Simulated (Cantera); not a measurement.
## CCl₄ + Si + H₂ (fluorocarbon and chlorocarbon gases)

Charge: 1 mol CCl₄, 0.025 mol Si, 4.8 mol H₂, at 45.0 Pa.

These are equilibrium values from Cantera (NASA tables, ideal gas, pure condensed phases), not measurements of a reactor. Candidate condensed phases: C, C₆H₆, C₇H₈, C₈H₁₈, Si, SiC; 109 gas species. The tables' values for SiCl₃ are old estimates; treat these amounts as uncertain. Kinetics and transport are ignored.

```csv
T (K),log p HCl,log p H₂,log p SiCl₄,log p SiCl₂,log p Cl,log p SiCl₃,log p H,log p SiHCl₃,n C(graphite)
998,-3.59,-3.72,-5.79,-8.80,-10.42,-7.99,-10.53,-8.08,1.000
1048,-3.59,-3.72,-5.79,-8.07,-9.88,-7.56,-9.97,-7.92,1.000
1098,-3.59,-3.72,-5.81,-7.41,-9.38,-7.19,-9.47,-7.79,1.000
1148,-3.59,-3.72,-5.86,-6.85,-8.92,-6.88,-9.01,-7.70,1.000
1198,-3.59,-3.72,-5.98,-6.41,-8.51,-6.67,-8.58,-7.69,1.000
1248,-3.58,-3.73,-6.20,-6.12,-8.12,-6.59,-8.19,-7.80,1.000
1298,-3.58,-3.73,-6.52,-5.96,-7.76,-6.62,-7.83,-8.00,1.000
1348,-3.58,-3.73,-6.87,-5.88,-7.43,-6.73,-7.50,-8.26,1.000
1398,-3.58,-3.73,-7.24,-5.84,-7.13,-6.85,-7.19,-8.54,1.000
1448,-3.58,-3.73,-7.60,-5.82,-6.84,-6.99,-6.90,-8.81,1.000
1498,-3.58,-3.73,-7.94,-5.81,-6.58,-7.12,-6.63,-9.07,1.000
```
log p: log10 of the partial pressure in bar; n: condensed amount in mol.

From 998 K to 1498 K the condensed part is C(graphite). The main Si-bearing gas is SiCl₄ at 998 K and SiCl₂ at 1498 K.
